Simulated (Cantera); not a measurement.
Cantera run, input and output.

```python
import numpy as np
import cantera as ct

gas = ct.Solution("gri30.yaml")
gas.TPX = 1450, 33000, {'CH4': 1, 'CO2': 0.42}
inlet = ct.Reservoir(gas, clone=True)

reactor = ct.IdealGasConstPressureReactor(gas, energy="off", clone=False)
exhaust = ct.Reservoir(gas, clone=True)
tau = [3.2, 1.4, 0.6, 0.26, 0.11, 0.047, 0.02, 0.0087, 0.0037][0]
for a, b in ((inlet, reactor), (reactor, exhaust)):
    ct.MassFlowController(a, b, mdot=lambda t: reactor.mass / tau)
net = ct.ReactorNet([reactor])
show = ['CH4', 'CO2', 'H', 'O', 'CH2O', 'CO', 'CH2']

rows = []
print(f"{'tau/s':>10s}{'T/K':>9s}" + "".join(f"{s:>11s}" for s in show))
for tau in [3.2, 1.4, 0.6, 0.26, 0.11, 0.047, 0.02, 0.0087, 0.0037]:
    net.initial_time = 0.0
    net.advance(30 * tau)
    before = gas.X
    net.advance(40 * tau)
    drift = np.max(np.abs(gas.X - before) / (gas.X + 1e-9))
    rows.append([gas.T, *gas[show].X, drift])
    print(f"{tau:10.3e}{gas.T:9.1f}" + "".join(f"{x:11.3e}" for x in gas[show].X))
```

Result:

```
     tau/s      T/K        CH4        CO2          H          O       CH2O         CO        CH2
 3.200e+00   1450.0  3.440e-01  1.460e-01  3.789e-06  2.032e-13  6.325e-07  9.099e-02  2.112e-09
 1.400e+00   1450.0  4.626e-01  2.116e-01  2.681e-06  1.458e-13  1.030e-06  4.390e-02  2.009e-09
 6.000e-01   1450.0  5.626e-01  2.572e-01  1.749e-06  8.650e-14  1.510e-06  1.536e-02  2.187e-09
 2.600e-01   1450.0  6.296e-01  2.798e-01  1.019e-06  4.577e-14  1.971e-06  4.354e-03  2.517e-09
 1.100e-01   1450.0  6.703e-01  2.901e-01  4.960e-07  2.117e-14  2.264e-06  9.940e-04  2.725e-09
 4.700e-02   1450.0  6.908e-01  2.940e-01  2.061e-07  9.208e-15  2.181e-06  2.034e-04  2.522e-09
 2.000e-02   1450.0  6.995e-01  2.953e-01  8.129e-08  4.638e-15  1.661e-06  4.015e-05  1.893e-09
 8.700e-03   1450.0  7.026e-01  2.957e-01  3.904e-08  3.275e-15  9.405e-07  8.816e-06  1.205e-09
 3.700e-03   1450.0  7.036e-01  2.957e-01  2.467e-08  2.851e-15  3.714e-07  2.161e-06  7.042e-10
```

Cantera simulation using GRI-Mech 3.0 (53 species, 325 reactions); the numbers are that mechanism's predictions, not measurements. GRI-Mech 3.0 stops at C3 and has no aromatics, soot or wall deposition, so with more carbon than oxygen in the feed, carbon stays in small species such as C2H2 where larger ones or solid carbon would form.
